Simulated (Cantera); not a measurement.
A closed system holds: 1 mol toluene, 1.4 mol O2, 17 mol H2, equilibrated at 2798.15 K and 0.0160 bar.

These are equilibrium values from Cantera (NASA tables, ideal gas, pure condensed phases), not measurements of a reactor. Candidate condensed phases: C, C6H6, C7H8, C8H18, H2O; 110 gas species. Kinetics and transport are ignored.

Base state: H2 0.455, H 0.434, CO 0.0917, C2H2 (acetylene) 0.0151, C3 0.00193, C2H 0.00181, C 0.000404, C4H2 0.000208 (mole fractions); condensed: C(graphite).

### Question
What changes in the equilibrium state with this change: temperature from 2798.15 K to 1473 K?

### Answer
| species | before | after |
|---|---|---|
| H2 | 0.455 | 0.882 |
| CO | 0.0917 | 0.118 |
| H | 0.434 | 9.39e-5 |
| C2H2 (acetylene) | 0.0151 | 5.74e-6 |
| C3 | 0.00193 | <1e-9 |
| C2H | 0.00181 | <1e-9 |
| C | 0.000404 | <1e-9 |
| C4H2 | 0.000208 | <1e-9 |
| C2 | 0.000188 | <1e-9 |
| C(graphite), mol | 2.94 | 4.20 |

### Question
What changes in the equilibrium state with this change: temperature from 2798.15 K to 1673 K?

### Answer
| species | before | after |
|---|---|---|
| H2 | 0.455 | 0.881 |
| CO | 0.0917 | 0.118 |
| H | 0.434 | 0.000845 |
| C2H2 (acetylene) | 0.0151 | 5.02e-5 |
| C3 | 0.00193 | <1e-9 |
| C2H | 0.00181 | <1e-9 |
| C | 0.000404 | <1e-9 |
| C(graphite), mol | 2.94 | 4.20 |

### Question
What changes in the equilibrium state with this change: toluene replaced by C2H5OH?

### Answer
```json
[
 {"species": "H2", "before": "0.455", "after": "0.441"},
 {"species": "H", "before": "0.434", "after": "0.427"},
 {"species": "CO", "before": "0.0917", "after": "0.0693"},
 {"species": "H2O", "before": "8.44e-9", "after": "0.0430"},
 {"species": "C2H2 (acetylene)", "before": "0.0151", "after": "<1e-9"},
 {"species": "OH", "before": "2.26e-9", "after": "0.0117"},
 {"species": "O", "before": "1.35e-9", "after": "0.00710"},
 {"species": "C3", "before": "0.00193", "after": "<1e-9"},
 {"species": "C2H", "before": "0.00181", "after": "<1e-9"},
 {"species": "C(graphite), mol", "before": "2.94", "after": "0"}
]
```
